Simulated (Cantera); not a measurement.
Input (Python, Cantera):

```python
import numpy as np
import cantera as ct

gas = ct.Solution("gri30.yaml")
gas.TPX = 675, 26000, {'CH4': 1, 'C2H6': 0.4, 'O2': 6.07, 'N2': 22.8, 'H2': 0.39}
inlet = ct.Reservoir(gas, clone=True)
gas.equilibrate("HP")  # start burning
reactor = ct.IdealGasConstPressureReactor(gas, energy="on", clone=False)
exhaust = ct.Reservoir(gas, clone=True)
tau = [0.36, 0.13, 0.047, 0.017, 0.006, 0.0022, 0.00078, 0.00028, 0.0001, 3.6e-05, 1.3e-05, 4.7e-06][0]
for a, b in ((inlet, reactor), (reactor, exhaust)):
    ct.MassFlowController(a, b, mdot=lambda t: reactor.mass / tau)
net = ct.ReactorNet([reactor])
show = ['CH4', 'C2H6', 'O2', 'H2O2', 'CH3', 'H']

rows = []
print(f"{'tau/s':>10s}{'T/K':>9s}" + "".join(f"{s:>11s}" for s in show))
for tau in [0.36, 0.13, 0.047, 0.017, 0.006, 0.0022, 0.00078, 0.00028, 0.0001, 3.6e-05, 1.3e-05, 4.7e-06]:
    net.initial_time = 0.0
    net.advance(30 * tau)
    before = gas.X
    net.advance(40 * tau)
    drift = np.max(np.abs(gas.X - before) / (gas.X + 1e-9))
    rows.append([gas.T, *gas[show].X, drift])
    print(f"{tau:10.3e}{gas.T:9.1f}" + "".join(f"{x:11.3e}" for x in gas[show].X))
```

Output:

```
     tau/s      T/K        CH4       C2H6         O2       H2O2        CH3          H
 3.600e-01   1950.9  1.898e-06  1.456e-07  8.009e-02  3.191e-08  6.800e-07  1.148e-04
 1.300e-01   1936.7  3.744e-06  3.215e-07  8.014e-02  4.010e-08  1.243e-06  2.597e-04
 4.700e-02   1912.2  7.256e-06  6.788e-07  8.028e-02  5.506e-08  2.228e-06  6.114e-04
 1.700e-02   1874.3  1.445e-05  1.421e-06  8.064e-02  7.893e-08  4.109e-06  1.364e-03
 6.000e-03   1819.5  3.115e-05  3.122e-06  8.138e-02  1.172e-07  8.099e-06  2.799e-03
 2.200e-03   1752.5  7.179e-05  7.168e-06  8.278e-02  1.754e-07  1.673e-05  4.867e-03
 7.800e-04   1673.2  1.983e-04  1.948e-05  8.593e-02  2.676e-07  4.030e-05  7.012e-03
 2.800e-04   1583.0  7.435e-04  7.239e-05  9.416e-02  4.065e-07  1.312e-04  6.931e-03
 1.000e-04    675.0  3.262e-02  1.305e-02  1.980e-01  1.857e-18  1.420e-16  1.664e-17
 3.600e-05    675.0  3.262e-02  1.305e-02  1.980e-01  3.204e-20  5.027e-17  1.236e-17
 1.300e-05    675.0  3.262e-02  1.305e-02  1.980e-01  1.833e-22  1.766e-17  7.221e-18
 4.700e-06    675.0  3.262e-02  1.305e-02  1.980e-01  3.013e-24  6.419e-18  3.395e-18
```

Computed with Cantera and GRI-Mech 3.0 (53 species, 325 reactions).
